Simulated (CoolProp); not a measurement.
Vapour-liquid equilibrium of ethylene (1) + propylene (2) at 192.2 K; x and y are mole fractions of (1).

Values from CoolProp's multi-fluid Helmholtz-energy mixture model, Smukala 2000 and Lemmon 2013; pair parameters Bell 2016.

Question: Give the bubble pressure and the first vapour's composition at x = 0.35, 0.65, 0.8. Is there an azeotrope?

Answer: x = 0.35: 0.1301 MPa, y = 0.912; x = 0.65: 0.2202 MPa, y = 0.969; x = 0.8: 0.2642 MPa, y = 0.984. No azeotrope shows between x = 0.05 and 0.95.

Pair parameters are fitted to limited data, so mixtures are less certain than the pure fluids.
